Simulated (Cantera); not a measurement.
A closed system holds: 1 mol HF, 0.21 mol O2, held at 0.133 bar.

These are equilibrium values from Cantera (NASA tables, ideal gas, pure condensed phases), not measurements of a reactor. Candidate condensed phases: H2O; 22 gas species. Rates play no part.

log p: log10 of the partial pressure in bar; nothing condenses.

| T (K) | log p HF | log p O2 | log p F | log p O |
|---|---|---|---|---|
| 1000 | -0.96 | -1.64 | … | -10.62 |
| 1150 | -0.96 | -1.64 | … | -8.90 |
| 1300 | -0.96 | -1.64 | … | -7.57 |
| 1450 | -0.96 | -1.64 | … | -6.52 |
| 1600 | -0.96 | -1.64 | … | -5.66 |
| 1750 | -0.96 | -1.64 | … | -4.94 |
| 1900 | -0.96 | -1.64 | … | -4.34 |
| 2050 | -0.96 | -1.64 | … | -3.83 |
| 2200 | -0.96 | -1.64 | … | -3.39 |

Q: What belongs in the gaps?

A: 
- 1000, log p F: -7.83
- 1150, log p F: -6.77
- 1300, log p F: -5.95
- 1450, log p F: -5.30
- 1600, log p F: -4.76
- 1750, log p F: -4.32
- 1900, log p F: -3.94
- 2050, log p F: -3.62
- 2200, log p F: -3.33
